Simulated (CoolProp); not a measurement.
A simple Rankine cycle with water: condensing at 326.15 K, boiler at 2.81 MPa, turbine inlet 653.3 K, turbine efficiency 0.8, pump efficiency 0.7, no recuperator. Each further row changes one setting.

Model: reference Helmholtz-energy equation of state, Wagner 2002, in CoolProp.

```csv
case,thermal efficiency (%),net work (kJ/kg),heat in (kJ/kg),turbine exit temperature (K),volume ratio over the turbine
as stated,25.9,766,2960,326.1,94.3
turbine inlet 673.3 K,26.1,785,3010,326.1,92.2
condensing temperature 318.15 K,26.9,806,3000,318.1,136
boiler pressure 1.97 MPa,24.6,733,2980,326.1,66.7
turbine efficiency 0.7,22.6,670,2960,326.1,98.5
```

The expansion ends wet for: as stated; turbine inlet 673.3 K; condensing temperature 318.15 K; boiler pressure 1.97 MPa; turbine efficiency 0.7.
